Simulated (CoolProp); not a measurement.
Vapour-liquid equilibrium of CH2F2 (R32) (1) + R125 (2) at 292.3 K; x and y are mole fractions of (1).

Values from CoolProp's multi-fluid Helmholtz-energy mixture model, Tillner-Roth 1997 and Lemmon 2005; pair parameters Lemmon 2004.

| x | bubble pressure, mixture model (MPa) | bubble pressure, Raoult's law (MPa) | y, mixture model | y, Raoult's law |
|---|---|---|---|---|
| 0.05 | 1.200 | 1.191 | 0.063 | 0.060 |
| 0.125 | ? | 1.210 | 0.153 | 0.149 |
| 0.2 | 1.263 | 1.230 | 0.238 | 0.234 |
| 0.275 | 1.292 | 1.250 | 0.319 | 0.317 |
| 0.35 | 1.320 | 1.269 | 0.396 | 0.397 |
| 0.425 | 1.345 | 1.289 | ? | 0.475 |
| 0.5 | ? | 1.309 | ? | 0.550 |
| 0.575 | 1.387 | 1.329 | 0.609 | 0.623 |
| 0.65 | 1.405 | 1.348 | 0.676 | 0.694 |
| 0.725 | 1.419 | 1.368 | ? | 0.763 |
| 0.8 | 1.430 | 1.388 | 0.811 | 0.830 |
| 0.875 | 1.437 | 1.407 | 0.879 | 0.895 |
| 0.95 | 1.441 | 1.427 | 0.950 | 0.959 |

Question: Some entries are withheld; supply them.

Answer: 
- 0.125, bubble pressure, mixture model (MPa): 1.232
- 0.425, y, mixture model: 0.469
- 0.5, bubble pressure, mixture model (MPa): 1.367
- 0.5, y, mixture model: 0.540
- 0.725, y, mixture model: 0.743

The largest gap from Raoult's law is +4.4 % in bubble pressure, at x = 0.5. No azeotrope shows between x = 0.05 and 0.95.

Pair parameters are fitted to limited data, so mixtures are less certain than the pure fluids.
